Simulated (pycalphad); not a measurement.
**Phase fractions of Al-3.84Si (at.%)**

CALPHAD calculation (pycalphad, COST 507 light-alloy database (1999)), 1 atm. The database dates from 1999; later assessments differ in places, in temperatures and in the compounds included. Amounts are mole fractions of atoms.

| T (K) | liquid | fcc | diamond (Si) |
|---|---|---|---|
| 950 | 1.000 | - | - |
| 900 | 0.701 | 0.299 | - |
| 850 | - | 0.976 | 0.024 |
| 800 | - | 0.971 | 0.029 |
| 750 | - | 0.967 | 0.033 |
| 700 | - | 0.965 | 0.035 |
| 650 | - | 0.963 | 0.037 |
| 600 | - | 0.962 | 0.038 |
| 550 | - | 0.962 | 0.038 |
| 500 | - | 0.962 | 0.038 |
